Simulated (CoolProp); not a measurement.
Vapour-liquid equilibrium of isobutene (1) + n-butane (2) at 281.1 K; x and y are mole fractions of (1).

The numbers come from the multi-fluid Helmholtz-energy mixture model, Lemmon 2005 and Bücker 2006; pair parameters Bell 2016 in CoolProp.

**Question.** Give the bubble pressure and the first vapour's composition at x = 0.25, 0.45, 0.65. Is there an azeotrope?

**Answer.** x = 0.25: 149.3 kPa, y = 0.300; x = 0.45: 157.1 kPa, y = 0.506; x = 0.65: 164.2 kPa, y = 0.695. No azeotrope shows between x = 0.05 and 0.95.

The pair parameters rest on a limited set of measurements; away from them the model extrapolates.
